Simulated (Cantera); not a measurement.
Cantera run:

```python
import numpy as np
import cantera as ct

gas_names = [...]  # 123 gases of nasa_gas.yaml made of C, H, O, Si
cond_names = """
    C(gr) C6H6(L) C7H8(L) C8H18(L),n-octa H2O(s) H2O(L) Si(cr) Si(L) SiC(b) SiO2(Lqz) SiO2(hqz) SiO2(L)
""".split()


# ... load() reads the species with a 1 bar reference pressure and builds the phases ...
atoms = {
    'SiC': {'Si': 1, 'C': 1},
    'C': {'C': 1},
    'H2': {'H': 2},
    'H2O': {'H': 2, 'O': 1},
}
top_T = {'C(gr)': 4500, 'SiC(b)': 3050}  # K; cautious upper limits of use, not melting points


# ... equilibrate(T, P, feed) seeds the gas with the atoms and calls Mixture.equilibrate('TP', solver="vcs", rtol=1e-11, max_steps=5000) ...
results = []
feed = {'SiC': 1, 'C': 0.45, 'H2': 0.16, 'H2O': 0.00042}  # mol
P = 2400  # Pa
for T in [1473, 1623, 1773, 1923, 2073, 2223, 2373, 2523, 2673]:
    mix = equilibrate(T, P, feed)
    results.append((T, P, feed, dict(zip(mix.species_names, mix.species_moles))))

top = {s: max(r[3][s] / sum(r[3][g] for g in gas_names) for r in results) for s in gas_names}
cols = sorted((s for s in top if top[s] > 0.001), key=lambda s: -top[s])[:5]
seen = [c for c in cond_names if any(r[3].get(c, 0) > 1e-12 for r in results)]
print("log10 of partial pressures in bar; condensed amounts in mol")
print(f"{'T/K':>10s}" + "".join(f"{s[:9]:>10s}" for s in cols + seen))
for T, P, feed, n in results:
    ng = sum(n[g] for g in gas_names)
    print(f"{T:10.4g}" + "".join(f"{np.log10(max(n[s] / ng * P / 1e5, 1e-99)):10.3f}" for s in cols)
          + "".join(f"{n.get(c, 0):10.4g}" for c in seen))
```

It prints:

```
log10 of partial pressures in bar; condensed amounts in mol
       T/K        H2        Si         H      SiC2      Si2C     C(gr)    SiC(b)
      1473    -1.621   -10.446    -5.708   -13.306   -13.357    0.4496         1
      1623    -1.621    -8.750    -4.971   -11.087   -11.181    0.4496         1
      1773    -1.622    -7.344    -4.357    -9.250    -9.381    0.4495         1
      1923    -1.624    -6.160    -3.838    -7.706    -7.870    0.4494         1
      2073    -1.629    -5.149    -3.395    -6.390    -6.583    0.4493    0.9999
      2223    -1.641    -4.277    -3.014    -5.256    -5.474    0.4491    0.9995
      2373    -1.670    -3.516    -2.690    -4.270    -4.511    0.4498    0.9969
      2523    -1.747    -2.847    -2.430    -3.404    -3.666    0.4566    0.9814
      2673    -2.023    -2.254    -2.302    -2.639    -2.919    0.5057    0.8619
```

These are equilibrium values from Cantera (NASA tables, ideal gas, pure condensed phases), not measurements of a reactor. Gases not in the tables: Si2H6 and higher silanes.
